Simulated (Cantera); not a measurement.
**Adiabatic ignition**

An adiabatic, constant-pressure homogeneous reactor starts with 17.4 % CH4, 17.4 % O2, 65.3 % N2, at 1275 K and 1.30 bar.

Detailed kinetics in Cantera: GRI-Mech 3.0 (53 species, 325 reactions).

```
t (s)     T (K)     x CH4     x O2     x N2O    x C2H2     x CH2    x C2H6
--------  -----  --------  -------  --------  --------  --------  --------
2.00e-6    1275     0.174    0.174    <1e-12    <1e-12    <1e-12    <1e-12
4.55e-6    1275     0.174    0.174    <1e-12    <1e-12    <1e-12    <1e-12
1.04e-5    1275     0.174    0.174    <1e-12    <1e-12    <1e-12  1.28e-12
2.36e-5    1275     0.174    0.174    <1e-12    <1e-12    <1e-12  1.59e-11
5.37e-5    1275     0.174    0.174    <1e-12    <1e-12    <1e-12  2.12e-10
0.000122   1275     0.174    0.174  1.38e-12    <1e-12    <1e-12   3.31e-9
0.000278   1275     0.174    0.174  5.98e-12    <1e-12    <1e-12   6.98e-8
0.000632   1275     0.174    0.174  2.03e-11  1.74e-12  1.67e-12   1.59e-6
0.00144    1275     0.174    0.174  5.34e-11  7.18e-11  4.23e-12   1.55e-5
0.00328    1276     0.173    0.173  1.61e-10   1.15e-9  6.98e-12   6.61e-5
0.00746    1280     0.172    0.173  6.56e-10   1.89e-8  1.93e-11  0.000262
0.0170     1330     0.161    0.165   6.47e-9   2.66e-6  7.45e-10   0.00187
0.0386     2335  5.01e-11  3.09e-6   4.29e-9    <1e-12    <1e-12    <1e-12
0.0879     2336  4.90e-11  3.11e-6   3.01e-9    <1e-12    <1e-12    <1e-12
0.200      2336  4.89e-11  3.11e-6   2.90e-9    <1e-12    <1e-12    <1e-12
```
x: mole fraction; the columns are a selection and need not sum to one.

```yaml
time_of_steepest_temperature_rise: 19.4 ms
temperature at 0.200 s: 2336 K
equilibrium_temperature: 2336 K
x(CH4) at 0.200 s: 4.89e-11 (gas-phase equilibrium 5.53e-11)
x(O2) at 0.200 s: 3.11e-6 (gas-phase equilibrium 3.11e-6)
x(N2O) at 0.200 s: 2.90e-9 (gas-phase equilibrium 2.90e-9)
```
